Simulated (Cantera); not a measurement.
What does this Cantera script print?

```python
import numpy as np
import cantera as ct

gas_names = """
    CL CLO CL2 H HCL HOCL HO2 H2 H2O H2O2 Li LiCL LiH LiO LiOH Li2 Li2CL2 Li2O Li2O2 Li2O2H2 Li3CL3 O OH
    O2 O3
""".split()
cond_names = """
    H2O(s) H2O(L) Li(cr) Li(L) LiCL(s) LiCL(L) LiH(s) LiH(L) LiOH(s) LiOH(L) Li2O(s) Li2O(L)
""".split()


# ... load() reads the species with a 1 bar reference pressure and builds the phases ...
atoms = {
    'LiCl': {'Li': 1, 'CL': 1},
    'H2O': {'H': 2, 'O': 1},
    'H2': {'H': 2},
    'HCl': {'H': 1, 'CL': 1},
}
top_T = {}  # K; cautious upper limits of use, not melting points


# ... equilibrate(T, P, feed) seeds the gas with the atoms and calls Mixture.equilibrate('TP', solver="vcs", rtol=1e-11, max_steps=5000) ...
results = []
feed = {'LiCl': 1, 'H2O': 8, 'H2': 1, 'HCl': 0.32}  # mol
T = 875  # K
P = 1000  # Pa
mix = equilibrate(T, P, feed)
results.append((T, P, feed, dict(zip(mix.species_names, mix.species_moles))))
x = sorted(zip(gas.X, gas.species_names), reverse=True)
print(f"T = {T:g} K  P = {P:g} Pa  gas = {mix.phase_moles(0):.4g} mol")
print("   x: " + "  ".join(f"{s} {v:.3e}" for v, s in x if v > 1e-06))
print("   condensed (mol): " + ("  ".join(f"{mix.phase(i).name} {mix.phase_moles(i):.4g}"
      for i in range(1, mix.n_phases) if mix.phase_moles(i) > 1e-12) or "none"))
```

Result:

```
T = 875 K  P = 1000 Pa  gas = 9.348 mol
   x: H2O 8.558e-01  H2 1.070e-01  HCL 3.423e-02  Li2CL2 1.919e-03  LiCL 9.194e-04  Li3CL3 1.564e-04
   condensed (mol): LiCL(s) 0.9511
```

Cantera equilibrium calculation (NASA polynomials, part measured and part estimated; ideal gas, pure solids and liquids).
